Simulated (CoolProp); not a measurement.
Vapour-liquid equilibrium of hydrogen sulfide (1) + isobutane (2) at 41.55 °C; x and y are mole fractions of (1).

Computed with CoolProp (multi-fluid Helmholtz-energy mixture model, Lemmon 2006 and Bücker 2006; pair parameters Kunz 2012).

Task: Give the bubble pressure and the first vapour's composition at x = 0.05, 0.5, 0.95. Is there an azeotrope?

Result: x = 0.05: 0.7086 MPa, y = 0.228; x = 0.5: 1.956 MPa, y = 0.792; x = 0.95: 2.861 MPa, y = 0.975. No azeotrope shows between x = 0.05 and 0.95.

The pair parameters rest on a limited set of measurements; away from them the model extrapolates.
